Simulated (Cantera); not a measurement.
# Stirred combustor or abatement burner

A perfectly stirred reactor is fed with 9.36 % CH4, 0.599 % C2H6, 18.9 % O2, 71.1 % N2, at 10.0 bar; it is adiabatic with a 723 K inlet, and is followed from long to short residence time, starting on the burning branch (τ in s: 0.063, 0.031, 0.015, 0.0076, 0.0038, 0.0019, 0.00092, 0.00045, 0.00022, 0.00011, 5.5e-05, 2.7e-05).

Detailed kinetics in Cantera: GRI-Mech 3.0 (53 species, 325 reactions).

| τ (s) | T (K) | x CH4 | x C2H6 | x O2 | x H | x CH3 | x C2H4 | x CH2 |
|---|---|---|---|---|---|---|---|---|
| 0.063 | 2503 | 8.73e-7 | 2.95e-9 | 0.000927 | 0.000909 | 6.30e-7 | 6.03e-9 | 4.11e-8 |
| 0.031 | 2503 | 1.73e-6 | 5.98e-9 | 0.000967 | 0.000924 | 1.25e-6 | 1.22e-8 | 8.26e-8 |
| 0.015 | 2501 | 3.43e-6 | 1.23e-8 | 0.00105 | 0.000953 | 2.49e-6 | 2.53e-8 | 1.67e-7 |
| 0.0076 | 2499 | 6.30e-6 | 2.41e-8 | 0.00118 | 0.00100 | 4.61e-6 | 4.97e-8 | 3.17e-7 |
| 0.0038 | 2495 | 1.13e-5 | 4.75e-8 | 0.00142 | 0.00109 | 8.34e-6 | 9.86e-8 | 5.97e-7 |
| 0.0019 | 2487 | 1.95e-5 | 9.34e-8 | 0.00181 | 0.00123 | 1.45e-5 | 1.94e-7 | 1.09e-6 |
| 0.00092 | 2475 | 3.32e-5 | 1.89e-7 | 0.00245 | 0.00144 | 2.47e-5 | 3.88e-7 | 1.97e-6 |
| 0.00045 | 2457 | 5.51e-5 | 3.75e-7 | 0.00337 | 0.00176 | 4.06e-5 | 7.53e-7 | 3.40e-6 |
| 0.00022 | 2432 | 9.13e-5 | 7.43e-7 | 0.00468 | 0.00220 | 6.55e-5 | 1.42e-6 | 5.71e-6 |
| 0.00011 | 2401 | 0.000151 | 1.44e-6 | 0.00642 | 0.00275 | 0.000104 | 2.59e-6 | 9.23e-6 |
| 5.5e-5 | 2361 | 0.000260 | 2.82e-6 | 0.00878 | 0.00342 | 0.000170 | 4.74e-6 | 1.48e-5 |
| 2.7e-5 | 2308 | 0.000488 | 5.87e-6 | 0.0123 | 0.00411 | 0.000295 | 9.46e-6 | 2.42e-5 |
x: mole fraction; the columns are a selection and need not sum to one.
